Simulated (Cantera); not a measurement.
# Equilibrium for metals in furnace atmospheres: Pb + H₂S + N₂

Input: 1 mol Pb, 0.012 mol H₂S, 120 mol N₂, equilibrated at 1273 K and 0.100 bar.

Equilibrium computed with Cantera from the NASA thermochemical tables; the gas is ideal and each condensed phase is pure. Candidate condensed phases: Pb, PbS, S; 18 gas species. Kinetics and transport are ignored.

- x(N₂): 0.992
- x(Pb): 0.00816
- x(PbS): 9.92e-5
- x(H₂): 9.91e-5
- gas amount: 121.0 mol
- log10 activity of Pb(l) (absent): -0.35
- log10 activity of S(l) (absent): -6.02
